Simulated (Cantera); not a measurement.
A perfectly stirred reactor is fed with CO : O2 : H2O : N2 = 0.0052 : 0.0089 : 0.021 : 1 (molar parts), equivalence ratio 0.29, at 1.20 bar; it is held at 1375 K, and followed from long to short residence time.

Model: GRI-Mech 3.0 (53 species, 325 reactions), integrated in Cantera.

Q: Predict: x(CO) at τ = 1.00 s; x(O2) at τ = 1.00 s; x(H2O) at τ = 1.00 s; x(OH) at τ = 1.00 s; x(NO2) at τ = 1.00 s; x(CO) at τ = 51.0 ms; x(O2) at τ = 51.0 ms; x(H2O) at τ = 51.0 ms; x(OH) at τ = 51.0 ms.

A: 
| Item | Value |
|---|---|
| x(CO) at τ = 1.00 s | 3.95e-5 |
| x(O2) at τ = 1.00 s | 0.00611 |
| x(H2O) at τ = 1.00 s | 0.0203 |
| x(OH) at τ = 1.00 s | 4.03e-5 |
| x(NO2) at τ = 1.00 s | 1.74e-9 |
| x(CO) at τ = 51.0 ms | 0.000287 |
| x(O2) at τ = 51.0 ms | 0.00623 |
| x(H2O) at τ = 51.0 ms | 0.0202 |
| x(OH) at τ = 51.0 ms | 0.000102 |
